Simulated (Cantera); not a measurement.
Mixture: 18.2 % CH₄, 18.2 % O₂, 63.6 % N₂, equivalence ratio 2.0, at 3200000 Pa, adiabatic and at constant volume. Ignition delay is the time to a rise of 400 K.

Detailed kinetics in Cantera: GRI-Mech 3.0 (53 species, 325 reactions). The pressure lies above the range GRI-Mech 3.0 was tuned for (to about 10 atm).

Task: Predict: delay at 1123 K; delay at 1223 K; delay at 1323 K; delay at 1423 K; delay at 1523 K; apparent activation energy between 1423 and 1523 K.

Result: 
| Quantity | Value |
|---|---|
| delay at 1123 K | 4.18 ms |
| delay at 1223 K | 1.20 ms |
| delay at 1323 K | 0.401 ms |
| delay at 1423 K | 0.149 ms |
| delay at 1523 K | 59.7 µs |
| apparent activation energy between 1423 and 1523 K | 160 kJ/mol |
